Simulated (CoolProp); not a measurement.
Vapour-liquid equilibrium of benzene (1) + n-nonane (2) at 185.45 °C; x and y are mole fractions of (1).

The numbers come from the multi-fluid Helmholtz-energy mixture model, Thol 2012 and Lemmon 2006; pair parameters Bell 2016 in CoolProp.

```csv
x,bubble pressure (kPa),y at the bubble point,dew pressure at overall composition x (kPa),liquid density (mol/L)
0.05,290.1,0.214,245.1,4.597
0.15,395.1,0.458,270.9,4.833
0.25,491.1,0.596,302.2,5.096
0.35,580.4,0.688,341.1,5.389
0.45,665.0,0.756,390.6,5.720
0.55,747.1,0.811,454.9,6.096
0.65,828.6,0.859,540.7,6.528
0.75,911.2,0.902,656.8,7.028
0.85,996.1,0.943,812.4,7.615
0.95,1084,0.981,1012,8.310
```

No azeotrope shows between x = 0.05 and 0.95.

Pair parameters are fitted to limited data, so mixtures are less certain than the pure fluids.
